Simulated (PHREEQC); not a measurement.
Make-up at 25 °C: 5.9 mmol/kgw Ca(OH)2 and 2.2 mmol/kgw KCl. Closed to the air; pH follows from the charge balance.

The numbers come from PHREEQC with the ion-association model, phreeqc.dat.

Problem. The ionic strength comes out as 0.0187 mol/kgw. What activity coefficients do K+, OH-, Cl-, CaOH+, Ca+2 get?

Solution. K+ 0.87, OH- 0.87, Cl- 0.87, CaOH+ 0.87, Ca+2 0.60.

This is a speciation only: nothing precipitates in the calculation.
